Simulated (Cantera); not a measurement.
A closed system holds: 1 mol N2O, 5.2 mol H2, 0.18 mol O2, at 1023.15 K and 21.0 mbar.

These are equilibrium values from Cantera (NASA tables, ideal gas, pure condensed phases), not measurements of a reactor. Candidate condensed phases: H2O; 24 gas species. The numbers say what is thermodynamically allowed, not how fast it happens.

Q: What is the equilibrium state?

A: 
```
Property        Value
----------  ---------
x(H2)           0.619
x(H2O)          0.219
x(N2)           0.161
x(NH3)        2.06e-6
gas amount  6.200 mol
```
